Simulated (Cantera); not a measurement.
Feed: 1 mol Nb₂O₅, 300 mol H₂, at 1275 K and 0.683 Torr.

Method: chemical equilibrium by Gibbs-energy minimisation in Cantera with the NASA 1993 tables (ideal gas, pure condensed phases). Candidate condensed phases: H₂O, Nb, NbO, NbO₂, Nb₂O₅; 12 gas species. Condensed phases not in the tables: the oxides between NbO₂ and Nb₂O₅. The numbers say what is thermodynamically allowed, not how fast it happens.

Base state: H₂ 0.997, H₂O 0.00333, H 2.44e-5 (mole fractions); condensed: NbO₂(s).

### Question
What changes in the equilibrium state with this change: temperature from 1275 K to 1775 K?

### Answer
| species | before | after |
|---|---|---|
| H₂ | 0.997 | 0.985 |
| H | 2.44e-5 | 0.00952 |
| H₂O | 0.00333 | 0.00543 |
| NbO₂ | <1e-9 | 6.92e-5 |
| NbO₂(s), mol | 2.00 | 1.34 |
| NbO(s), mol | 0 | 0.637 |
Mutual solubility and eutectic melting of coexisting phases are not modelled. NbO: taken at fixed stoichiometry.
